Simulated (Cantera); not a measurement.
Input: 1 mol HMDSO, 0.053 mol O2, held at 0.100 bar.

Equilibrium computed with Cantera from the NASA thermochemical tables; the gas is ideal and each condensed phase is pure. Candidate condensed phases: C, C6H6, C7H8, C8H18, H2O, Si, SiC, SiO2; 123 gas species. The feed counts by its element totals alone. Mutual solubility and eutectic melting of coexisting phases are not modelled. The tables hold silica as quartz up to 1696 K and as liquid above; real silica turns to tridymite and cristobalite and melts near 1996 K. Rates play no part.

log p: log10 of the partial pressure in bar; n: condensed amount in mol.

| T (K) | log p H2 | log p CH4 | log p CO | log p SiO | log p H | n C(graphite) | n SiC(s) | n SiO2(α-quartz) | n SiO2(β-quartz) |
|---|---|---|---|---|---|---|---|---|---|
| 725 | -1.14 | -1.57 | -12.96 | <-13 | <-13 | 2.63 | 1.45 | 0.553 | 0 |
| 800 | -1.05 | -1.97 | -10.89 | <-13 | ___ | 3.68 | 1.45 | 0.553 | 0 |
| 875 | -1.02 | -2.40 | -9.18 | <-13 | ___ | 4.21 | 1.45 | 0 | 0.553 |
| 950 | -1.01 | -2.79 | -7.74 | -12.04 | ___ | 4.41 | 1.45 | 0 | 0.553 |
| 1025 | -1.00 | -3.14 | -6.52 | -10.50 | ___ | 4.49 | 1.45 | 0 | 0.553 |
| 1100 | -1.00 | -3.45 | -5.46 | -9.17 | ___ | 4.52 | 1.45 | 0 | 0.553 |
| 1175 | -1.00 | -3.72 | -4.54 | -8.01 | ___ | 4.53 | 1.45 | 0 | 0.552 |
| 1250 | -1.00 | -3.96 | -3.74 | -6.99 | ___ | 4.52 | 1.46 | 0 | 0.545 |
| 1325 | -1.00 | -4.18 | -3.03 | -6.09 | ___ | 4.42 | 1.49 | 0 | 0.510 |
| 1400 | -1.02 | -4.40 | -2.39 | -5.29 | ___ | 3.98 | 1.64 | 0 | 0.362 |
| 1475 | -1.05 | -4.64 | -1.96 | -4.72 | ___ | 2.90 | 2.00 | 0 | 0 |
| 1550 | -1.05 | -4.79 | -1.96 | -4.58 | ___ | 2.90 | 2.00 | 0 | 0 |
| 1625 | -1.05 | -4.93 | -1.96 | -4.46 | ___ | 2.90 | 2.00 | 0 | 0 |
| 1700 | -1.05 | -5.06 | -1.96 | -4.35 | ___ | 2.90 | 2.00 | 0 | 0 |

Task: Fill in the missing entries.

Result: 
- 800, log p H: -12.06
- 875, log p H: -10.81
- 950, log p H: -9.76
- 1025, log p H: -8.86
- 1100, log p H: -8.09
- 1175, log p H: -7.41
- 1250, log p H: -6.82
- 1325, log p H: -6.29
- 1400, log p H: -5.82
- 1475, log p H: -5.41
- 1550, log p H: -5.03
- 1625, log p H: -4.68
- 1700, log p H: -4.36
